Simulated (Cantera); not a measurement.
## Low-pressure radical oxidation in H2/O2

A perfectly stirred reactor is fed with 14.5 % H2, 85.5 % O2, at 10.00 Torr; it is held at 1175 K, and followed from long to short residence time.

Model: GRI-Mech 3.0 (53 species, 325 reactions), integrated in Cantera. Radical loss at walls, strong at low pressure, is not modelled. The temperature is held fixed by assumption; the heat of reaction is taken as removed at once.

```tsv
τ (s)	x H2	x O2	x OH	x H	x O	x HO2	x H2O2
6.9	0.000148	0.842	0.000912	6.46e-5	0.000805	1.99e-6	1.45e-7
2.9	0.000258	0.841	0.00122	0.000153	0.00143	2.82e-6	1.81e-7
1.3	0.000427	0.840	0.00159	0.000340	0.00242	3.74e-6	2.16e-7
0.54	0.000736	0.838	0.00213	0.000805	0.00427	4.85e-6	2.53e-7
0.23	0.00124	0.835	0.00283	0.00183	0.00732	5.93e-6	2.84e-7
0.098	0.00206	0.829	0.00371	0.00406	0.0123	6.90e-6	3.06e-7
0.042	0.00334	0.820	0.00477	0.00848	0.0197	7.61e-6	3.14e-7
0.018	0.00529	0.808	0.00596	0.0161	0.0293	7.97e-6	3.12e-7
0.0076	0.00827	0.795	0.00718	0.0264	0.0390	7.99e-6	3.11e-7
0.0033	0.0130	0.786	0.00834	0.0358	0.0442	7.82e-6	3.29e-7
```
x: mole fraction; the columns are a selection and need not sum to one.
